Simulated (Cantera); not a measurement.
A Cantera script and what it prints.

```python
import numpy as np
import cantera as ct

gas_names = """
    CL CL2 H HCL H2 Si SiCL SiCL2 SiCL3 SiCL4 SiH SiHCL3 SiH2 SiH2CL2 SiH3 SiH3CL SiH4 Si2 Si3
""".split()
cond_names = """
    Si(cr) Si(L)
""".split()


# ... load() reads the species with a 1 bar reference pressure and builds the phases ...
atoms = {
    'SiCl4': {'Si': 1, 'CL': 4},
    'HCl': {'H': 1, 'CL': 1},
    'H2': {'H': 2},
}
top_T = {}  # K; cautious upper limits of use, not melting points


# ... equilibrate(T, P, feed) seeds the gas with the atoms and calls Mixture.equilibrate('TP', solver="vcs", rtol=1e-11, max_steps=5000) ...
results = []
feed = {'SiCl4': 1, 'HCl': 0.56, 'H2': 0.3}  # mol
T = 1225  # K
P = 101325  # Pa
mix = equilibrate(T, P, feed)
results.append((T, P, feed, dict(zip(mix.species_names, mix.species_moles))))
print(gas.report(threshold=0.0001))
for i in range(1, mix.n_phases):
    print(f"{mix.phase(i).name:16s} {mix.phase_moles(i):12.5e} mol")
```

Output:

```
       temperature   1225 K
          pressure   1.0133e+05 Pa
           density   1.019 kg/m^3
  mean mol. weight   102.43 kg/kmol
   phase of matter   gas

                          1 kg             1 kmol
                     ---------------   ---------------
          enthalpy       -3.1045e+06       -3.1798e+08  J
   internal energy       -3.2039e+06       -3.2817e+08  J
           entropy            3516.7         3.602e+05  J/K
    Gibbs function       -7.4124e+06       -7.5923e+08  J
 heat capacity c_p            703.04             72010  J/K
 heat capacity c_v            621.87             63696  J/K

                      mass frac. Y      mole frac. X     chem. pot. / RT
                     ---------------   ---------------   ---------------
               HCL           0.11124           0.31251            -35.03
                H2         0.0029713           0.15096           -19.911
             SiCL2        0.00019939        0.00020632           -63.195
             SiCL3         0.0048564         0.0037001           -88.269
             SiCL4           0.87026            0.5247           -113.34
            SiHCL3          0.010457         0.0079082           -98.225
     [  +13 minor]        1.5776e-05         1.626e-05

Si(cr)            0.00000e+00 mol
```

Cantera equilibrium calculation (NASA polynomials, part measured and part estimated; ideal gas, pure solids and liquids). The tables' values for SiCl3 are old estimates; treat these amounts as uncertain.
